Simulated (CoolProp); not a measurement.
Saturation properties of R152A.

Computed with CoolProp (reference Helmholtz-energy equation of state, Outcalt 1996). It is a modified Benedict-Webb-Rubin equation, recast in Helmholtz form.

```
T (°C)  p (MPa)  liquid density (kg/m³)  enthalpy of vaporisation (kJ/kg)  vapour viscosity (µPa s)  liquid conductivity (mW/(m K))
------  -------  ----------------------  --------------------------------  ------------------------  ------------------------------
34.55    0.7840                   874.6                             267.3                      11.6                            96.9
43.15    0.9882                   850.8                             255.5                      12.0                            93.2
51.85     1.233                   825.2                             242.6                      12.5                            89.5
60.45     1.517                   797.9                             228.6                      12.9                            85.8
69.05     1.847                   768.1                             213.0                      13.5                            82.2
77.75     2.233                   734.5                             195.3                      14.2                            78.5
86.35     2.673                   696.6                             175.0                      15.0                            74.9
94.95     3.176                   651.1                             150.4                      16.2                            71.3
103.65    3.760                   590.2                             117.3                      18.3                            68.3
```

It boils at -24.0 °C under 1 atm.

Viscosity comes from a separate model (Bell 2016), an estimate that may be off by 10 % or more. Thermal conductivity comes from a separate model (Krauss 1996).
